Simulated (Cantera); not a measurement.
Cantera with NASA thermochemical tables; ideal gases at 1 bar, condensed phases pure. Values are per mole of reaction as written; species without (g) are pure solids or liquids, kept so even where they would boil at 1 bar.

Fe + 3 CH3Cl(g) = 3 CH3(g) + FeCl3(g)

```csv
T (K),ΔH° (kJ),ΔS° (J/K),ΔG° (kJ),log10 K,condensed phases
1073,435.0,209.8,209.9,-10.22,Fe(α)
1123,433.6,208.6,199.4,-9.28,Fe(α)
1173,___,___,___,___,Fe(α)
1223,___,___,___,___,Fe(γ)
1273,430.3,205.8,168.4,-6.91,Fe(γ)
1323,___,___,___,___,Fe(γ)
1373,428.6,204.4,147.9,-5.62,Fe(γ)
1423,427.6,203.8,137.6,-5.05,Fe(γ)
1473,426.6,203.1,127.5,-4.52,Fe(γ)
```

**Question.** Fill in the missing entries.

**Answer.** 
- 1173, ΔH° (kJ): 432.8
- 1173, ΔS° (J/K): 207.8
- 1173, ΔG° (kJ): 189.0
- 1173, log10 K: -8.42
- 1223, ΔH° (kJ): 431.1
- 1223, ΔS° (J/K): 206.4
- 1223, ΔG° (kJ): 178.7
- 1223, log10 K: -7.63
- 1323, ΔH° (kJ): 429.4
- 1323, ΔS° (J/K): 205.1
- 1323, ΔG° (kJ): 158.1
- 1323, log10 K: -6.24
